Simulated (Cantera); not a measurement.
A Cantera script and what it prints.

```python
import numpy as np
import cantera as ct

gas_names = """
    O2 NO
""".split()
cond_names = """
    Cr2N(s) Cr(cr) Cr(L)
""".split()


def load(file, names, dense=False):
    # The tables refer to 1 bar. Condensed volumes are neglected.
    table = {s.name: s for s in ct.Species.list_from_file(file)}
    out = []
    for n in names:
        d = dict(table[n].input_data)
        d["thermo"] = dict(d["thermo"], **{"reference-pressure": 1e5})
        if dense:
            d["equation-of-state"] = {"model": "constant-volume", "density": "1e6 g/cm^3"}
        out.append(ct.Species.from_dict(d))
    return out


species = {s.name: s for s in load("nasa_gas.yaml", gas_names) + load("nasa_condensed.yaml", cond_names)}
# Each term lists the table entries of one substance; the one whose range holds T is used.
reactions = {
    '2 Cr2N + O2(g) = 2 NO(g) + 4 Cr':
        [(-2, ['Cr2N(s)']), (-1, ['O2']), (2, ['NO']), (4, ['Cr(cr)', 'Cr(L)'])],
}


def pick(names, T):
    return next(species[n] for n in names if species[n].thermo.min_temp <= T <= species[n].thermo.max_temp)


results = []
for label, terms in reactions.items():
    print(label)
    print("     T/K   dH/kJ  dS/(J/K)   dG/kJ   log10 K")
    for T in [300, 1425, 1450, 1475, 1500, 1525, 1550, 1575, 1600, 1625, 1650]:
        used = [(nu, pick(names, T)) for nu, names in terms]
        dH = sum(nu * s.thermo.h(T) for nu, s in used) / 1e6
        dS = sum(nu * s.thermo.s(T) for nu, s in used) / 1e3
        dG = dH - T * dS / 1e3
        logK = -dG * 1e6 / (ct.gas_constant * T * np.log(10))
        results.append((label, T, dH, dS, dG, logK, [s.name for _, s in used]))
        print(f"{T:8g} {dH:8.1f} {dS:8.1f} {dG:8.1f} {logK:8.2f}")
```

Output:

```
2 Cr2N + O2(g) = 2 NO(g) + 4 Cr
     T/K   dH/kJ  dS/(J/K)   dG/kJ   log10 K
     300    433.6    180.9    379.3   -66.04
    1425    414.0    154.5    193.8    -7.10
    1450    413.7    154.3    189.9    -6.84
    1475    413.4    154.1    186.1    -6.59
    1500    413.2    154.0    182.2    -6.35
    1525    413.0    153.8    178.4    -6.11
    1550    412.8    153.7    174.5    -5.88
    1575    412.6    153.6    170.7    -5.66
    1600    412.5    153.5    166.8    -5.45
    1625    412.3    153.4    163.0    -5.24
    1650    412.2    153.4    159.2    -5.04
```

Cantera with NASA thermochemical tables; ideal gases at 1 bar, condensed phases pure. Condensed species are held in their standard states even where they would react or evaporate.
